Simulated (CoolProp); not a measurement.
Properties of p-xylene at several states (Tc = 616.2 K, pc = 35.32 bar, ω = 0.324).

Computed with CoolProp (reference Helmholtz-energy equation of state, Zhou 2012).

```
T (K)  p (bar)   phase        Z  Joule-Thomson coefficient (K/MPa)  isothermal compressibility (1/MPa)  expansivity (1/kK)
-----  -------  ------  -------  ---------------------------------  ----------------------------------  ------------------
525.8     75.1  liquid   0.2816                           -0.02426                                   …               1.827
551.8    0.151     gas   0.9977                                  …                               66.38               1.826
465.6       22  liquid  0.08613                            -0.1606                            0.003652                   …
```

### Question
Some entries are withheld; supply them.

### Answer

- 525.8, isothermal compressibility (1/MPa): 0.005657
- 551.8, Joule-Thomson coefficient (K/MPa): 10.68
- 465.6, expansivity (1/kK): 1.589
